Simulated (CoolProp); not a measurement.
Computed with CoolProp (reference Helmholtz-energy equation of state, Lemmon 2006). It is a short technical equation, of lower accuracy than the large ones.

**Question.** For C2F6 (R116), give the phase and the Z, cv (kJ/(kg K)), Joule-Thomson coefficient (K/MPa), conductivity (mW/(m K)) at 332.8 K and 4.06 MPa; 332.8 K and 6.1 MPa.

**Answer.** 
- 332.8 K and 4.06 MPa: supercritical; Z 0.657, cv 0.816, Joule-Thomson coefficient 7.99, conductivity 22.9
- 332.8 K and 6.1 MPa: supercritical; Z 0.496, cv 0.836, Joule-Thomson coefficient 5.25, conductivity 30.9

Thermal conductivity comes from a separate model (Huber 2003), an estimate that may be off by 10 % or more.
